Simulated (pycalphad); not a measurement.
All values are pycalphad results on the COST 507 light-alloy database (1999) (1 atm), not direct measurements. These are 1990s assessments: newer ones move some temperatures and phases. Phase fractions are per mole of atoms.

### Question
Give the equilibrium state of Al-1.19Fe-0.96Si (at.%) at 537 °C.

### Answer
```
T = 810.00 K, P = 101325 Pa, N = 1 mol of atoms
G = -31989 J/mol, H = 12799 J/mol, S = 55.29 J/(mol K)  (SER reference)
chemical potentials (J/mol): Al -30747, Fe -135743, Si -30008
phase             fraction      x(Al)      x(Fe)      x(Si)
FCC_A1              0.9344     0.9967   4.34e-05     0.0032
ALFESI_ALPHA        0.0504     0.7246     0.1900     0.0854
ALFESI_BETA         0.0153     0.7000     0.1500     0.1500
```

### Question
Give the equilibrium state of Al-1.19Fe-0.96Si (at.%) at 657 °C.

### Answer
```
T = 930.00 K, P = 101325 Pa, N = 1 mol of atoms
G = -39093 J/mol, H = 27760 J/mol, S = 71.88 J/(mol K)  (SER reference)
chemical potentials (J/mol): Al -37756, Fe -137808, Si -53026
phase             fraction      x(Al)      x(Fe)      x(Si)
LIQUID              0.9906     0.9806     0.0098     0.0097
AL13FE4             0.0094     0.7619     0.2373   0.000856
```

Database names, with the compositions (at.%) that they take in these runs: AL13FE4: Al 76 Fe 24; ALFESI_ALPHA: Al 71-73 Fe 19 Si 8-10; ALFESI_BETA: Al 70 Fe 15 Si 15. FCC_A1 is fcc.
